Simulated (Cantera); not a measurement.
Charge: 1 mol SiC, a varied amount of N₂O, 2 mol N₂, at 2000 K and 7.80 bar.

These are equilibrium values from Cantera (NASA tables, ideal gas, pure condensed phases), not measurements of a reactor. Candidate condensed phases: C, Si, SiC, SiO₂, Si₂N₂O, Si₃N₄; 34 gas species. Mutual solubility and eutectic melting of coexisting phases are not modelled. The tables hold silica as quartz up to 1696 K and as liquid above; real silica turns to tridymite and cristobalite and melts near 1996 K. Kinetics and transport are ignored.

### Question
Which condensed phases are stable at each of these points (n(N₂O) (mol)): 0.1, 0.16, 0.25, 0.39, 0.6, 0.93, 1.4, 2.2?

### Answer
| n(N₂O) (mol) | condensed phases | Si condensed (%) |
|---|---|---|
| 0.1 | C(graphite) + SiC(s) + Si₂N₂O(s) | 99.9 |
| 0.16 | C(graphite) + SiC(s) + Si₂N₂O(s) | 99.9 |
| 0.25 | C(graphite) + SiC(s) + Si₂N₂O(s) | 99.9 |
| 0.39 | C(graphite) + SiC(s) + Si₂N₂O(s) | 99.9 |
| 0.6 | C(graphite) + Si₂N₂O(s) | 99.9 |
| 0.93 | C(graphite) + Si₂N₂O(s) | 99.8 |
| 1.4 | C(graphite) + Si₂N₂O(s) | 99.7 |
| 2.2 | SiO₂(l) + Si₂N₂O(s) | 98.4 |

From 0.1 mol N₂O to 0.39 mol N₂O the condensed part is C(graphite) + SiC(s) + Si₂N₂O(s). From 0.6 mol N₂O to 1.4 mol N₂O the condensed part is C(graphite) + Si₂N₂O(s). At 2.2 mol N₂O the condensed part is SiO₂(l) + Si₂N₂O(s).
